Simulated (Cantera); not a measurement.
A closed system holds: 1 mol Pb, 0.0013 mol H2S, 2.8 mol H2, equilibrated at 77.0 Pa.

These are equilibrium values from Cantera (NASA tables, ideal gas, pure condensed phases), not measurements of a reactor. Candidate condensed phases: Pb, PbS, S; 10 gas species. Rates play no part.

**Question.** Which condensed phases are stable at each of these points (T (K)): 673, 873, 1073, 1273, 1473, 1673, 1873, 2073?

**Answer.** 
```tsv
T (K)	condensed phases	Pb condensed (%)
673	Pb(l) + PbS(s)	100.0
873	Pb(l)	99.7
1073	Pb(l)	70.5
1273	gas only	0.0
1473	gas only	0.0
1673	gas only	0.0
1873	gas only	0.0
2073	gas only	0.0
```

At 673 K the condensed part is Pb(l) + PbS(s). From 873 K to 1073 K the condensed part is Pb(l). From 1273 K to 2073 K nothing is condensed.
